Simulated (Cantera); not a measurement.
An isothermal, constant-pressure homogeneous reactor starts with NH3 : H2 = 1 : 1.5 (molar parts), at 1550 K and 0.320 bar.

Model: the gas-phase N/H chemistry of the illustrative SiF4/NH3 mechanism in the Surface Chemkin manual (1991), integrated in Cantera. Walls and surfaces, which speed up NH3 decomposition in real reactors, are not modelled.

Q: Predict: x(NH3) at 70.0 s; x(H2) at 70.0 s; x(N2H2) at 70.0 s; x(H) at 70.0 s; x(NH2) at 70.0 s; x(N) at 70.0 s; x(N2) at 70.0 s.

A: 
```
Item                                                 Result
-----------------  ----------------------------------------
x(NH3) at 70.0 s      0.167 (gas-phase equilibrium 5.07e-6)
x(H2) at 70.0 s         0.750 (gas-phase equilibrium 0.857)
x(N2H2) at 70.0 s    2.68e-8 (gas-phase equilibrium <1e-12)
x(H) at 70.0 s      3.67e-5 (gas-phase equilibrium 5.19e-5)
x(NH2) at 70.0 s   1.88e-5 (gas-phase equilibrium 7.04e-10)
x(N) at 70.0 s       2.40e-9 (gas-phase equilibrium <1e-12)
x(N2) at 70.0 s        0.0831 (gas-phase equilibrium 0.143)
```
